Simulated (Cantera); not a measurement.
Catalytic stagnation flow on Pt

A jet of 3.19 % CH₄, 12.8 % O₂, 84.0 % N₂, equivalence ratio 0.50 at 300 K and 105 Torr hits a platinum plate 7.6 cm away at a mass flux of 0.041 kg/m²/s; the plate temperature is set and raised in steps from an oxygen-covered start.

Detailed kinetics in Cantera: Deutschmann's 1995 Pt surface mechanism with GRI-Mech 3.0 gas chemistry. Catalytic surfaces can have several steady states; this one follows from the mechanism file's or the stated starting coverage.

| plate T (K) | wall x CH₄ | wall x O₂ | wall x H₂O | wall x OH | wall x CO | wall x CO₂ | θ free Pt | θ O* | θ OH* |
|---|---|---|---|---|---|---|---|---|---|
| 850 | 0.0226 | 0.108 | 0.0174 | <1e-8 | 5.81e-6 | 0.0114 | 0.125 | 0.874 | 0.00136 |
| 900 | 0.0159 | 0.0936 | 0.0299 | 3.07e-8 | 5.87e-6 | 0.0196 | 0.187 | 0.811 | 0.00167 |
| 950 | 0.0106 | 0.0824 | 0.0396 | 9.07e-8 | 5.44e-6 | 0.0261 | 0.256 | 0.743 | 0.00176 |
| 1000 | 0.00724 | 0.0752 | 0.0458 | 2.42e-7 | 5.02e-6 | 0.0302 | 0.326 | 0.672 | 0.00169 |
| 1050 | 0.00516 | 0.0709 | 0.0495 | 5.69e-7 | 4.77e-6 | 0.0327 | 0.396 | 0.602 | 0.00155 |
| 1100 | 0.00386 | 0.0682 | 0.0518 | 1.22e-6 | 4.70e-6 | 0.0342 | 0.464 | 0.534 | 0.00139 |
| 1150 | 0.00301 | 0.0666 | 0.0531 | 2.43e-6 | 4.80e-6 | 0.0351 | 0.529 | 0.470 | 0.00122 |
| 1200 | 0.00226 | 0.0657 | 0.0540 | 4.57e-6 | 6.07e-6 | 0.0353 | 0.589 | 0.410 | 0.00107 |
x: mole fraction at the wall; θ: surface coverage.
